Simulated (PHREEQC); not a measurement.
Solution (65 °C): 0.14 mol/kgw NaOH, 0.11 mol/kgw KCl and 0.11 mol/kgw KBr. Closed to the air; pH follows from the charge balance.

The numbers come from PHREEQC with the ion-association model, wateq4f.dat.

```
Item                       Value
-----------------  -------------
pH                         11.88
ionic strength     0.360 mol/kgw
activity of water          0.988
total alkalinity      140 meq/kg
```

```csv
species,molality,activity,log γ
K+,0.220,0.142,-0.189
OH-,0.140,0.0895,-0.194
Na+,0.140,0.0977,-0.156
Br-,0.110,0.0784,-0.147
Cl-,0.110,0.0712,-0.189
```

No solid was allowed to form. Species that the database lacks are ignored. Constants without temperature data keep their 25 °C values here.
